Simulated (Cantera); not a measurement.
Input (Python, Cantera) and output of one run.

```python
import numpy as np
import cantera as ct

gas_names = [...]  # 113 gases of nasa_gas.yaml made of C, H, O, Ta
cond_names = """
    C(gr) C6H6(L) C7H8(L) C8H18(L),n-octa H2O(s) H2O(L) Ta(cr) Ta(L) TaC(s) TaC(L) Ta2O5(s) Ta2O5(L)
""".split()


# ... load() reads the species with a 1 bar reference pressure and builds the phases ...
atoms = {
    'Ta(OEt)5': {'Ta': 1, 'C': 10, 'H': 25, 'O': 5},
    'O2': {'O': 2},
}
top_T = {'C(gr)': 4500}  # K; cautious upper limits of use, not melting points


# ... equilibrate(T, P, feed) seeds the gas with the atoms and calls Mixture.equilibrate('TP', solver="vcs", rtol=1e-11, max_steps=5000) ...
results = []
feed = {'Ta(OEt)5': 1, 'O2': 10}  # mol
T = 2775  # K
for P in [0.1, 0.75, 5.6, 42, 320, 2400, 18000, 130000, 1000000]:
    mix = equilibrate(T, P, feed)
    results.append((T, P, feed, dict(zip(mix.species_names, mix.species_moles))))

top = {s: max(r[3][s] / sum(r[3][g] for g in gas_names) for r in results) for s in gas_names}
cols = sorted((s for s in top if top[s] > 1e-06), key=lambda s: -top[s])[:8]
seen = [c for c in cond_names if any(r[3].get(c, 0) > 1e-12 for r in results)]
print("log10 of partial pressures in bar; condensed amounts in mol")
print(f"{'P/Pa':>10s}" + "".join(f"{s[:9]:>10s}" for s in cols + seen))
for T, P, feed, n in results:
    ng = sum(n[g] for g in gas_names)
    print(f"{P:10.4g}" + "".join(f"{np.log10(max(n[s] / ng * P / 1e5, 1e-99)):10.3f}" for s in cols)
          + "".join(f"{n.get(c, 0):10.4g}" for c in seen))
```

It prints:

```
log10 of partial pressures in bar; condensed amounts in mol
      P/Pa         H       H2O        CO         O        H2       CO2        OH        O2  Ta2O5(L)
       0.1    -6.301   -13.892    -6.698    -6.554   -10.350   -11.080   -10.403   -10.492         0
      0.75    -5.423   -11.270    -5.821    -5.687    -8.595    -9.334    -8.658    -8.757         0
       5.6    -4.549    -8.664    -4.942    -4.830    -6.847    -7.598    -6.927    -7.043         0
        42    -3.694    -6.120    -4.053    -3.997    -5.136    -5.877    -5.239    -5.377         0
       320    -2.937    -3.905    -3.118    -3.296    -3.622    -4.240    -3.781    -3.974         0
      2400    -2.390    -2.364    -2.174    -2.848    -2.528    -2.849    -2.786    -3.080    0.1116
   1.8e+04    -1.936    -1.235    -1.265    -2.627    -1.621    -1.719    -2.111    -2.637    0.4668
   1.3e+05    -1.507    -0.299    -0.403    -2.549    -0.763    -0.778    -1.604    -2.481     0.496
     1e+06    -1.061     0.611     0.486    -2.531     0.129     0.128    -1.140    -2.445    0.4995
```

Cantera equilibrium calculation (NASA polynomials, part measured and part estimated; ideal gas, pure solids and liquids). The feed counts by its element totals alone.
